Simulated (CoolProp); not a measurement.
Saturation properties of hexamethyldisiloxane (MM) (Tc = 245.6 °C, pc = 19.31 bar, ω = 0.418).

Values from CoolProp's reference Helmholtz-energy equation of state, Thol 2016.

```csv
T (°C),p (bar),liquid density (kg/m³),liquid cp (kJ/(kg K)),surface tension (mN/m)
59.25,0.2543,722.5,1.993,12.4
69.95,0.3786,710.6,2.024,11.5
80.55,0.5455,698.5,2.055,10.7
91.25,0.7681,686.0,2.087,9.79
101.85,1.053,673.2,2.120,8.94
112.55,1.419,660.0,2.154,8.11
123.15,1.870,[?],2.189,7.29
133.85,[?],632.2,2.226,6.49
144.45,3.101,[?],2.264,5.72
155.15,[?],601.9,2.306,[?]
165.75,4.869,585.6,2.352,4.23
176.45,6.003,567.9,[?],3.53
187.05,7.315,549.0,2.465,2.85
197.75,8.854,528.0,2.544,2.21
```

Question: Fill in the missing entries.

Answer: 
- 123.15, liquid density (kg/m³): 646.4
- 133.85, p (bar): 2.429
- 144.45, liquid density (kg/m³): 617.5
- 155.15, p (bar): 3.914
- 155.15, surface tension (mN/m): 4.96
- 176.45, liquid cp (kJ/(kg K)): 2.404

It boils at 100.5 °C under 1 atm.

Surface tension comes from a separate correlation (Mulero 2014), older than this fluid's equation and unchecked against measurements.
